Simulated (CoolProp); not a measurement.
The numbers come from the reference Helmholtz-energy equation of state, Lemmon 2022 in CoolProp.

Task: Give the vapour pressure (MPa), enthalpy of vaporisation (kJ/kg), liquid cp (kJ/(kg K)), liquid viscosity (µPa s) of saturated R1234yf at -100.65, -56.25 °C.

Result: 
```json
[
 {"T (°C)": "-100.65", "p (MPa)": "0.000899", "enthalpy of vaporisation (kJ/kg)": "216", "liquid cp (kJ/(kg K))": "1.10", "liquid viscosity (µPa s)": "1050"},
 {"T (°C)": "-56.25", "p (MPa)": "0.0263", "enthalpy of vaporisation (kJ/kg)": "194", "liquid cp (kJ/(kg K))": "1.16", "liquid viscosity (µPa s)": "429"}
]
```

Viscosity comes from a separate model (Bell 2016), an estimate that may be off by 10 % or more.
